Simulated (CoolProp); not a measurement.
R152A at 351.86 K and 4 MPa is throttled through a valve to 2.68 MPa with no heat exchange. Each further row changes one setting.

Values from CoolProp's reference Helmholtz-energy equation of state, Outcalt 1996. It is a modified Benedict-Webb-Rubin equation, recast in Helmholtz form.

```csv
case,temperature change (K),final phase,final density (kg/m³)
as stated,?,liquid,740
outlet pressure 0.804 MPa,-43.2,?,73.7
outlet pressure 3.48 MPa,?,liquid,747
```

**Question.** Fill in the missing entries.

**Answer.** 
- as stated, temperature change (K): -0.8
- outlet pressure 0.804 MPa, final phase: two-phase, vapour fraction 0.319
- outlet pressure 3.48 MPa, temperature change (K): -0.3
